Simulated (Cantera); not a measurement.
**Ignition delay**

Mixture: CH4 : O2 : N2 : H2O = 1 : 0.909 : 3.42 : 0.36 (molar parts), equivalence ratio 2.2, at 1.01 bar, adiabatic and at constant pressure. Ignition delay is the time to a rise of 400 K.

Detailed kinetics in Cantera: GRI-Mech 3.0 (53 species, 325 reactions).

| T0 (K) | delay (ms) |
|---|---|
| 1100 | 362 |
| 1150 | 171 |
| 1200 | 83.5 |
| 1250 | 42.2 |
| 1300 | 21.9 |
| 1350 | 11.6 |
| 1400 | 6.28 |

```yaml
apparent activation energy between 1300 and 1400 K: 190 kJ/mol
```
